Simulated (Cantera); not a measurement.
Charge: 1 mol MgCl2, 8.7 mol H2, 370 mol N2, held at 900 K and 1.00 bar.

Cantera equilibrium calculation (NASA polynomials, part measured and part estimated; ideal gas, pure solids and liquids). Candidate condensed phases: Mg, MgCl2, NH4Cl; 18 gas species. The numbers say what is thermodynamically allowed, not how fast it happens.

Base state: N2 0.977, H2 0.0230 (mole fractions); condensed: MgCl2(s).

**Question.** What changes in the equilibrium state with this change: temperature from 900 K to 2050 K?

**Answer.** 
```json
[
 {"species": "N2", "before": "0.977", "after": "0.973"},
 {"species": "H2", "before": "0.0230", "after": "0.0214"},
 {"species": "HCl", "before": "8.47e-8", "after": "0.00255"},
 {"species": "MgCl2", "before": "8.62e-6", "after": "0.00130"},
 {"species": "H", "before": "<1e-9", "after": "0.000332"},
 {"species": "MgCl", "before": "<1e-9", "after": "8.82e-5"},
 {"species": "Mg", "before": "4.23e-8", "after": "0.00124"},
 {"species": "Cl", "before": "<1e-9", "after": "2.93e-5"},
 {"species": "MgCl2(s), mol", "before": "0.997", "after": "0"}
]
```
